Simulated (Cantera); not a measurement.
A closed system holds: 1 mol TiO₂, 0.12 mol MgCl₂, 0.7 mol O₂, at 1327 °C and 0.113 Torr.

Cantera equilibrium calculation (NASA polynomials, part measured and part estimated; ideal gas, pure solids and liquids). Mutual solubility and eutectic melting of coexisting phases are not modelled. Condensed phases not in the tables: alloys, solid solutions and most ternary compounds. The numbers say what is thermodynamically allowed, not how fast it happens.

| species | before | after |
|---|---|---|
| Cl | 0.264 | 0.731 |
| O₂ | 0.730 | 0.206 |
| MgCl₂ | 0.00388 | 0.0561 |
| Cl₂ | 0.000865 | 0.00663 |
| O | 0.00101 | 0.000538 |
| ClO | 6.02e-5 | 8.86e-5 |
| MgTi₂O₅(s), mol | 0.117 | 0.104 |
| TiO₂(rutile), mol | 0.767 | 0.791 |
Gas species are given as mole fractions.

Task: What was changed between the two runs?
A. temperature from 1327 °C to 1525 °C
B. temperature from 1327 °C to 1002 °C
C. temperature from 1327 °C to 2300 °C
D. O₂ from 0.7 to 0.11 mol

Result: D, O₂ from 0.7 to 0.11 mol
